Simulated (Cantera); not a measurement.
Input: 1 mol CS2, 0.035 mol SO2, 0.25 mol O2, at 2448 K and 13300 Pa.

Cantera equilibrium calculation (NASA polynomials, part measured and part estimated; ideal gas, pure solids and liquids). Candidate condensed phases: C, S; 22 gas species. Rates play no part.

Base state: S2 0.373, CO 0.323, CS 0.137, CS2 0.107, S 0.0586, COS 0.000616 (mole fractions); condensed: gas only.

Question: What changes in the equilibrium state with this change: O2 from 0.25 to 0.16 mol?

Answer: 
```tsv
species	before	after
S2	0.373	0.330
CO	0.323	0.239
CS	0.137	0.216
CS2	0.107	0.159
S	0.0586	0.0552
COS	0.000616	0.000429
```
